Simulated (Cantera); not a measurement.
A closed system holds: 1 mol SiO2, 2 mol C, 10 mol H2, equilibrated at 0.0133 bar.

Cantera equilibrium calculation (NASA polynomials, part measured and part estimated; ideal gas, pure solids and liquids). Candidate condensed phases: C, C6H6, C7H8, C8H18, H2O, Si, SiC, SiO2; 123 gas species. Mutual solubility and eutectic melting of coexisting phases are not modelled. The tables hold silica as quartz up to 1696 K and as liquid above; real silica turns to tridymite and cristobalite and melts near 1996 K. Gases not in the tables: Si2H6 and higher silanes. Kinetics and transport are ignored.

x: gas mole fraction; n: condensed amount in mol.

| T (K) | x H2 | x H | x CO | x Si | x SiO | x Si2C | x CH4 | n C(graphite) | n SiO2(β-quartz) | n SiC(s) |
|---|---|---|---|---|---|---|---|---|---|---|
| 925 | 0.997 | 2.25e-9 | 4.81e-7 | <1e-12 | 1.82e-11 | <1e-12 | 0.00301 | 1.97 | 1.000 | 0 |
| 1075 | 0.999 | 1.27e-7 | 0.000120 | <1e-12 | 1.92e-8 | <1e-12 | 0.000600 | 1.99 | 0.999 | 0.000600 |
| 1225 | 0.992 | 2.69e-6 | 0.00758 | <1e-12 | 3.60e-6 | <1e-12 | 0.000172 | 1.88 | 0.962 | 0.0382 |
| 1375 | 0.882 | 2.79e-5 | 0.118 | 1.82e-10 | 0.000248 | <1e-12 | 3.74e-5 | 0 | 0.332 | 0.666 |
| 1525 | 0.865 | 0.000190 | 0.120 | 8.60e-8 | 0.0150 | 1.59e-10 | 3.00e-6 | 0 | 0.218 | 0.609 |
| 1675 | 0.832 | ___ | 0.125 | ___ | 0.0416 | ___ | ___ | 0 | 0 | 0.500 |
| 1825 | 0.830 | 0.00347 | 0.125 | 6.87e-5 | 0.0416 | 8.32e-7 | 8.72e-7 | 0 | 0 | 0.499 |
| 1975 | 0.823 | 0.0107 | 0.125 | 0.000741 | 0.0410 | 1.82e-5 | 6.69e-7 | 0 | 0 | 0.495 |
| 2125 | 0.802 | ___ | 0.126 | ___ | ___ | ___ | ___ | 0 | 0 | ___ |
| 2275 | 0.750 | 0.0637 | 0.132 | 0.0255 | 0.0250 | 0.00192 | 4.94e-7 | 0 | 0 | 0.281 |
| 2425 | 0.666 | 0.127 | 0.137 | 0.0529 | 0.00910 | 0.00343 | 4.20e-7 | 0 | 0 | 0 |
| 2575 | 0.572 | 0.227 | 0.133 | 0.0594 | 0.00458 | 0.000895 | 1.49e-7 | 0 | 0 | 0 |

Q: Complete the blanks.

A: 
- 1675, x H: 0.000917
- 1675, x Si: 4.11e-6
- 1675, x Si2C: 2.13e-8
- 1675, x CH4: 1.18e-6
- 2125, x H: 0.0282
- 2125, x Si: 0.00547
- 2125, x SiO: 0.0378
- 2125, x Si2C: 0.000246
- 2125, x CH4: 5.38e-7
- 2125, n SiC(s): 0.458
